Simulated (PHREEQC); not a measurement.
NaOH is added in steps, without added water, to 1 kg of water holding 0.00072 mol Na2SeO4, 0.034 mol H2SO4 and 0.0029 mol NaCl, at 25 °C. O2 is buffered at 0.21 atm. No CO2 enters from the air. Solids allowed: Halite, Mirabilite. Others were left out.

Base run: PHREEQC, ion-association model, wateq4f.dat. Each further column changes one thing. The table gives HSeO4- (mol/kgw).

```csv
NaOH added (mol),base,0.00049 mol/kgw CO2 added,Na2SeO4 from 0.00072 to 0.000648 mol/kgw,no solid may form
0,0.000346,0.000346,0.000311,0.000346
0.009125,0.000311,0.000311,0.000280,0.000311
0.01369,0.000293,0.000293,0.000264,0.000293
0.02281,0.000252,0.000252,0.000227,0.000252
0.02738,0.000230,0.000230,0.000207,0.000230
0.0365,0.000182,0.000182,0.000164,0.000182
0.04562,0.000132,0.000132,0.000119,0.000132
0.05019,0.000106,0.000106,9.51e-5,0.000106
0.05931,5.18e-5,5.18e-5,4.66e-5,5.18e-5
0.06388,2.46e-5,2.46e-5,2.21e-5,2.46e-5
0.073,4.10e-14,5.08e-14,3.69e-14,4.10e-14
```

 Solids allowed in the column '0.00049 mol/kgw CO2 added': Halite, Mirabilite, Nahcolite, Natron.
